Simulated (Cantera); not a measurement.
A closed system holds: 1 mol Si₃N₄, a varied amount of H₂O, equilibrated at 1100 K and 13.3 mbar.

Equilibrium computed with Cantera from the NASA thermochemical tables; the gas is ideal and each condensed phase is pure. Candidate condensed phases: H₂O, Si, SiO₂, Si₂N₂O, Si₃N₄; 35 gas species. Rates play no part.

### Question
At 20 mol H₂O, list the 3 most abundant gas species with their mole fractions, and the condensed phases.

### Answer
H₂O 0.636, H₂ 0.273, N₂ 0.0909. Condensed: SiO₂(β-quartz).
